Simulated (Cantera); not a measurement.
Equilibrium for boron, boron nitride and boron oxide: B₂O₃ + H₂O

Feed: 1 mol B₂O₃, a varied amount of H₂O, held at 1952 °C and 7.50 mbar.

Equilibrium computed with Cantera from the NASA thermochemical tables; the gas is ideal and each condensed phase is pure. Candidate condensed phases: B, B₂O₃, B₃O₃H₃, H₂O; 23 gas species. Kinetics and transport are ignored.

From 0.4 mol H₂O to 4.4 mol H₂O nothing is condensed. The main B-bearing gas is B₂O₃ at 0.4 mol H₂O and HBO₂ at 4.4 mol H₂O.

| n(H₂O) (mol) | x H₂O | x HBO₂ | x B₂O₃ | x H₂ | x BO₂ | x OH | x O₂ | x H | x BO |
|---|---|---|---|---|---|---|---|---|---|
| 0.4 | 0.0503 | 0.401 | 0.461 | 0.0167 | 0.0405 | 0.00422 | 0.00215 | 0.00966 | 0.0103 |
| 0.54 | 0.0799 | 0.454 | 0.372 | 0.0211 | 0.0407 | 0.00595 | 0.00337 | 0.0109 | 0.00825 |
| 0.73 | 0.122 | 0.491 | 0.285 | 0.0262 | 0.0396 | 0.00817 | 0.00514 | 0.0121 | 0.00650 |
| 0.98 | 0.176 | 0.506 | 0.209 | 0.0316 | 0.0371 | 0.0108 | 0.00738 | 0.0133 | 0.00508 |
| 1.3 | 0.240 | 0.496 | 0.148 | 0.0370 | 0.0336 | 0.0135 | 0.00993 | 0.0144 | 0.00397 |
| 1.8 | 0.322 | 0.459 | 0.0940 | 0.0432 | 0.0288 | 0.0168 | 0.0131 | 0.0156 | 0.00295 |
| 2.4 | 0.398 | 0.409 | 0.0607 | 0.0485 | 0.0242 | 0.0196 | 0.0159 | 0.0165 | 0.00226 |
| 3.3 | 0.479 | 0.346 | 0.0360 | 0.0537 | 0.0195 | 0.0224 | 0.0188 | 0.0173 | 0.00167 |
| 4.4 | 0.546 | 0.288 | 0.0220 | 0.0577 | 0.0157 | 0.0246 | 0.0211 | 0.0180 | 0.00127 |
x: gas mole fraction; nothing condenses.
